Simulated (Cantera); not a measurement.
A closed system holds: 1 mol FeS2, 0.86 mol H2S, 0.037 mol CO2, equilibrated at 17000 Pa.

Method: chemical equilibrium by Gibbs-energy minimisation in Cantera with the NASA 1993 tables (ideal gas, pure condensed phases). Candidate condensed phases: C, C6H6, C7H8, C8H18, Fe, Fe(CO)5, FeO, Fe(OH)2, Fe(OH)3, FeS, FeSO4, FeS2, Fe2O3, Fe2(SO4)3, Fe3O4, H2O, H2SO4, S; 127 gas species. FeS: taken at fixed stoichiometry. Gases not in the tables: S3 to S7. Equilibrium is a limit: real reactors are often held back by kinetics, nucleation or transport. All values below are at 677 °C.

Base state: H2S 0.586, S2 0.362, H2O 0.0153, CO2 0.0122, H2 0.00985, COS 0.00830, CO 0.00440, CS2 0.00134 (mole fractions); condensed: FeS(s).

### Question
What changes in the equilibrium state with this change: CO2 from 0.037 to 8.8 mol?

### Answer
| species | before | after |
|---|---|---|
| CO2 | 0.0122 | 0.817 |
| S2 | 0.362 | 0.0591 |
| H2S | 0.586 | 0.0443 |
| CO | 0.00440 | 0.0224 |
| H2O | 0.0153 | 0.0375 |
| COS | 0.00830 | 0.0170 |
| SO2 | 1.37e-5 | 0.000949 |
| CS2 | 0.00134 | 8.50e-5 |
| SH | 3.05e-5 | 5.33e-6 |
| H2 | 0.00985 | 0.00184 |
| S2O | 6.62e-5 | 0.000142 |
| FeS(s), mol | 1.00 | 1.00 |

### Question
What changes in the equilibrium state with this change: pressure from 17000 Pa to 101000 Pa?

### Answer
```json
[
 {"species": "H2S", "before": "0.586", "after": "0.847"},
 {"species": "S2", "before": "0.362", "after": "0.0813"},
 {"species": "H2O", "before": "0.0153", "after": "0.0219"},
 {"species": "COS", "before": "0.00830", "after": "0.0123"},
 {"species": "CO2", "before": "0.0122", "after": "0.0180"},
 {"species": "H2", "before": "0.00985", "after": "0.0123"},
 {"species": "SO2", "before": "1.37e-5", "after": "3.48e-6"},
 {"species": "S2O", "before": "6.62e-5", "after": "1.70e-5"},
 {"species": "SH", "before": "3.05e-5", "after": "1.62e-5"},
 {"species": "FeS(s), mol", "before": "1.00", "after": "0.141"},
 {"species": "FeS2(s), mol", "before": "0", "after": "0.859"}
]
```
